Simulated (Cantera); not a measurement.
A closed system holds: 1 mol S, 1.2 mol H₂O, 26 mol N₂, equilibrated at 823.15 K and 75.0 Torr.

Cantera equilibrium calculation (NASA polynomials, part measured and part estimated; ideal gas, pure solids and liquids). Candidate condensed phases: H₂O, H₂SO₄, S; 35 gas species. Gases not in the tables: S₃ to S₇. Kinetics and transport are ignored.

Base state: N₂ 0.941, H₂O 0.0350, S₂ 0.0118, H₂S 0.00819, SO₂ 0.00414, H₂ 0.000173, S₂O 8.37e-5 (mole fractions); condensed: gas only.

What changes in the equilibrium state with this change: temperature from 823.15 K to 2498 K?


| species | before | after |
|---|---|---|
| N₂ | 0.941 | 0.918 |
| H₂ | 0.000173 | 0.0237 |
| SO | 1.07e-7 | 0.0143 |
| H₂O | 0.0350 | 0.0113 |
| H | <1e-9 | 0.0121 |
| S₂ | 0.0118 | 0.00262 |
| S | <1e-9 | 0.00704 |
| OH | <1e-9 | 0.00120 |
